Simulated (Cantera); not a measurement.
Charge: 1 mol MgO, 17 mol CO, 17 mol H₂, equilibrated at 1975 K and 0.0750 Torr.

These are equilibrium values from Cantera (NASA tables, ideal gas, pure condensed phases), not measurements of a reactor. Candidate condensed phases: C, C₆H₆, C₇H₈, C₈H₁₈, H₂O, Mg, MgCO₃, MgO, Mg(OH)₂; 116 gas species. The numbers say what is thermodynamically allowed, not how fast it happens.

Base state: CO 0.459, H₂ 0.400, H 0.0865, Mg 0.0273, H₂O 0.0213, CO₂ 0.00546, OH 0.000440, O 7.01e-5 (mole fractions); condensed: gas only.

Problem. What changes in the equilibrium state with this change: MgO replaced by Cu₂O?

Solution. 
```
species    before     after
-------  --------  --------
CO          0.459     0.447
H₂          0.400     0.388
H          0.0865    0.0853
Cu              0    0.0532
Mg         0.0273         0
H₂O        0.0213    0.0208
CO₂       0.00546   0.00532
OH       0.000440  0.000434
```
Further candidate phases: Cu, CuO, Cu(OH)₂, Cu₂O.

Problem. What changes in the equilibrium state with this change: H₂ from 17 to 2.4 mol?

Solution. 
```tsv
species	before	after
CO	0.459	0.784
H₂	0.400	0.0806
Mg	0.0273	0.0480
H	0.0865	0.0389
CO₂	0.00546	0.0322
H₂O	0.0213	0.0149
O₂	1.62e-6	1.93e-5
MgO	1.73e-6	1.05e-5
O	7.01e-5	0.000242
MgOH	6.20e-6	1.69e-5
OH	0.000440	0.000682
```
